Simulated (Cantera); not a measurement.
A Cantera script and its output.

```python
import numpy as np
import cantera as ct

gas = ct.Solution("gri30.yaml")
gas.TPX = 1700, 130000, {'CH4': 1.3, 'O2': 5.88, 'N2': 40}
reactor = ct.IdealGasConstPressureReactor(gas, energy="on", clone=False)
net = ct.ReactorNet([reactor])
net.rtol, net.atol = 1e-08, 1e-16
show = ['CH4', 'O2', 'NO2', 'NO', 'N2O', 'HO2', 'C2H']
times = np.geomspace(3e-06, 0.2, 12)

steps = ct.SolutionArray(gas, extra=["t"])
rows = []
print(f"{'t/s':>10s}{'T/K':>9s}{'P/Pa':>11s}" + "".join(f"{s:>11s}" for s in show))
for t in times:
    while net.time < t:
        t_next = net.step()
        steps.append(gas.state, t=t_next)
    rows.append([np.interp(t, steps.t, y) for y in (steps.T, steps.P, *steps(*show).X.T)])
    print(f"{t:10.3e}{rows[-1][0]:9.1f}{rows[-1][1]:11.4g}" + "".join(f"{x:11.3e}" for x in rows[-1][2:]))
rate = np.gradient(steps.T, steps.t)
print("integrator steps:", len(steps.t))
if steps.T.max() > steps.T[0] + 200:
    print(f"time of steepest temperature rise: {steps.t[rate.argmax()]:.4e} s")
gas.TPX = 1700, 130000, {'CH4': 1.3, 'O2': 5.88, 'N2': 40}
gas.equilibrate("HP")
print(f"equilibrium (HP): T = {gas.T:.1f} K  " + "  ".join(f"{s} {gas[s].X[0]:.3e}" for s in show))
```

Result:

```
       t/s      T/K       P/Pa        CH4         O2        NO2         NO        N2O        HO2        C2H
 3.000e-06   1700.0    1.3e+05  2.755e-02  1.246e-01  6.916e-19  7.513e-14  6.702e-12  4.409e-07  6.415e-22
 8.235e-06   1700.0    1.3e+05  2.754e-02  1.246e-01  2.315e-17  3.370e-13  3.044e-11  1.175e-06  1.329e-19
 2.260e-05   1699.9    1.3e+05  2.752e-02  1.246e-01  6.494e-16  1.425e-12  1.638e-10  2.963e-06  2.423e-17
 6.205e-05   1699.9    1.3e+05  2.739e-02  1.246e-01  2.123e-14  8.534e-12  9.572e-10  6.708e-06  8.743e-15
 1.703e-04   1708.5    1.3e+05  2.465e-02  1.227e-01  3.397e-12  2.516e-10  9.511e-09  4.768e-05  1.207e-10
 4.675e-04   2183.8    1.3e+05  1.310e-19  6.802e-02  3.302e-08  6.142e-05  5.892e-07  3.513e-06  1.084e-25
 1.283e-03   2255.7    1.3e+05  7.205e-21  6.854e-02  1.218e-07  1.612e-04  5.748e-07  2.389e-06  2.825e-27
 3.523e-03   2261.9    1.3e+05  4.808e-21  6.854e-02  2.367e-07  3.106e-04  5.167e-07  2.424e-06  1.220e-27
 9.670e-03   2261.1    1.3e+05  4.643e-21  6.835e-02  5.297e-07  6.951e-04  5.159e-07  2.413e-06  1.243e-27
 2.654e-02   2259.0    1.3e+05  4.532e-21  6.787e-02  1.274e-06  1.673e-03  5.149e-07  2.385e-06  1.171e-27
 7.286e-02   2254.6    1.3e+05  4.293e-21  6.683e-02  2.887e-06  3.798e-03  5.156e-07  2.326e-06  1.026e-27
 2.000e-01   2248.5    1.3e+05  3.977e-21  6.541e-02  5.079e-06  6.701e-03  5.223e-07  2.246e-06  8.525e-28
integrator steps: 1588
time of steepest temperature rise: 2.2650e-04 s
equilibrium (HP): T = 2245.7 K  CH4 6.038e-21  O2 6.474e-02  NO2 6.096e-06  NO 8.054e-03  N2O 5.275e-07  HO2 2.209e-06  C2H 8.699e-28
```

Computed with Cantera and GRI-Mech 3.0 (53 species, 325 reactions).
